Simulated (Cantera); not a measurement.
A closed system holds: 1 mol Si, 0.37 mol H2O, 41 mol N2, at 0.218 Torr.

Equilibrium computed with Cantera from the NASA thermochemical tables; the gas is ideal and each condensed phase is pure. Candidate condensed phases: H2O, Si, SiO2, Si2N2O, Si3N4; 35 gas species. N2 is the only nitrogen source here; it is nearly inert below about 1500 K, so the nitride shown seldom forms there in practice. Mutual solubility and eutectic melting of coexisting phases are not modelled. Equilibrium is a limit: real reactors are often held back by kinetics, nucleation or transport. All values below are at 1375 K.

Base state: N2 0.991, H2 0.00905, SiO 2.41e-5, H 1.91e-5 (mole fractions); condensed: Si2N2O(s) + Si3N4(s).

Q: What changes in the equilibrium state with this change: H2O from 0.37 to 0.13 mol?

A: 
```csv
species,before,after
N2,0.991,0.997
H2,0.00905,0.00320
SiO,2.41e-5,2.41e-5
H,1.91e-5,1.14e-5
"Si2N2O(s), mol",0.369,0.129
"Si3N4(s), mol",0.0870,0.247
```

Q: What changes in the equilibrium state with this change: 0.26 mol O2 added?

A: 
| species | before | after |
|---|---|---|
| N2 | 0.991 | 0.988 |
| H2 | 0.00905 | 0.00898 |
| SiO | 2.41e-5 | 0.00298 |
| H | 1.91e-5 | 1.91e-5 |
| Si2N2O(s), mol | 0.369 | 0.329 |
| Si3N4(s), mol | 0.0870 | 0 |
| SiO2(β-quartz), mol | 0 | 0.219 |
The tables hold silica as quartz up to 1696 K and as liquid above; real silica turns to tridymite and cristobalite and melts near 1996 K.
